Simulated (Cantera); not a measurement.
Mixture: C₃H₈ : O₂ : N₂ : CO₂ = 1 : 7.69 : 30 : 2.6 (molar parts), equivalence ratio 0.65, at 7500 Torr, adiabatic and at constant volume. Ignition delay is the time to a rise of 400 K.

Computed with Cantera and GRI-Mech 3.0 (53 species, 325 reactions). GRI-Mech 3.0 was tuned for natural gas; its chemistry of propane as a main component is partial and can be far from experiment.

Q: What does this change do: pressure from 7500 Torr to 750 Torr?

A: 
| quantity | before | after |
|---|---|---|
| delay at 1000 K | 69.1 ms | 0.597 s |
| delay at 1200 K | 1.63 ms | 6.15 ms |
| delay at 1400 K | 66.6 µs | 0.221 ms |
| delay at 1600 K | 7.65 µs | 33.1 µs |
| delay at 1800 K | 2.06 µs | 11.7 µs |
| apparent activation energy between 1600 and 1800 K | 160 kJ/mol | 120 kJ/mol |

Q: What does this change do: O2 7.69 to 10 parts?

A: 
| quantity | before | after |
|---|---|---|
| delay at 1000 K | 69.1 ms | 53.4 ms |
| delay at 1200 K | 1.63 ms | 1.32 ms |
| delay at 1400 K | 66.6 µs | 56.8 µs |
| delay at 1600 K | 7.65 µs | 6.74 µs |
| delay at 1800 K | 2.06 µs | 1.85 µs |
| apparent activation energy between 1600 and 1800 K | 160 kJ/mol | 150 kJ/mol |
